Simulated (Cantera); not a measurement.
Ignition delay

Mixture: 14.4 % CH4, 18.0 % O2, 67.6 % N2, equivalence ratio 1.6, at 0.740 bar, adiabatic and at constant volume. Ignition delay is the time to a rise of 400 K.

Cantera simulation using GRI-Mech 3.0 (53 species, 325 reactions); the numbers are that mechanism's predictions, not measurements.

| T0 (K) | delay (ms) |
|---|---|
| 1098 | 349 |
| 1198 | 74.3 |
| 1298 | 18.4 |
| 1398 | 5.23 |
| 1498 | 1.71 |
| 1598 | 0.651 |

```
Property                                                Result
--------------------------------------------------  ----------
apparent activation energy between 1398 and 1598 K  190 kJ/mol
```
